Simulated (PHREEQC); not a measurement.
**Hard or scaling water (model solution)**

Make-up at 62 °C: 0.0025 mol MgCl2, 0.18 mol NaHCO3 and 0.00015 mol KCl per kg of water. Closed to the air; pH follows from the charge balance.

All values are PHREEQC results (ion-association model, phreeqc.dat), not measurements.

* **pH**: 7.55
* **ionic strength**: 0.174 mol/kgw
* **activity of water**: 0.994
* **specific conductance**: 25100 µS/cm
* **density**: 0.993 g/cm³
* **total alkalinity**: 180 meq/kg

```csv
species,molality,activity,log γ
Na+,0.168,0.124,-0.131
HCO3-,0.160,0.118,-0.130
NaHCO3,0.00660,0.00687,0.017
CO2,0.00629,0.00655,0.017
Cl-,0.00515,0.00365,-0.149
NaCO3-,0.00507,0.00373,-0.133
Mg+2,0.00124,0.000409,-0.483
MgHCO3+,0.00105,0.000752,-0.147
CO3-2,0.00102,0.000306,-0.522
MgCO3,0.000202,0.000211,0.017
K+,0.000150,0.000106,-0.151
OH-,5.43e-6,3.81e-6,-0.154
(CO2)2,2.03e-6,2.12e-6,0.017
```

Precipitation was switched off in this run. At this temperature some constants are extrapolated from 25 °C, and those without enthalpy data are left unchanged.
